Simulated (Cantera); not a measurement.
**Catalytic combustion on Pt**

An isothermal plug-flow reactor at 648 K and 750 Torr (inlet), inlet velocity 0.097 m/s, active area per volume 350 1/m; feed 0.224 % CO, 16.3 % O₂, 80.6 % N₂, 2.86 % H₂O, equivalence ratio 0.0069.

Model: Deutschmann's 1995 Pt surface mechanism with GRI-Mech 3.0 gas chemistry, integrated in Cantera. Catalytic surfaces can have several steady states; this one follows from the mechanism file's or the stated starting coverage. Mass transfer to the wall is taken as infinitely fast.

```csv
z (m),x CO,x O₂,x H₂O,x CO₂,θ free Pt,θ O*,θ OH*
0.00019,0.00224,0.163,0.0286,2.47e-6,0.00233,0.995,0.00233
0.00032,0.00224,0.163,0.0286,4.16e-6,0.00233,0.995,0.00233
0.00053,0.00224,0.163,0.0286,6.88e-6,0.00233,0.995,0.00233
0.00089,0.00223,0.163,0.0286,1.15e-5,0.00233,0.995,0.00233
0.0015,0.00223,0.163,0.0286,1.94e-5,0.00233,0.995,0.00233
0.0025,0.00221,0.163,0.0286,3.22e-5,0.00233,0.995,0.00233
0.0041,0.00219,0.163,0.0286,5.25e-5,0.00232,0.995,0.00233
0.0069,0.00216,0.163,0.0286,8.75e-5,0.00232,0.995,0.00233
0.011,0.00211,0.163,0.0286,0.000137,0.00231,0.995,0.00232
0.019,0.00201,0.163,0.0286,0.000231,0.00230,0.995,0.00232
```
x: gas mole fraction; θ: surface coverage.
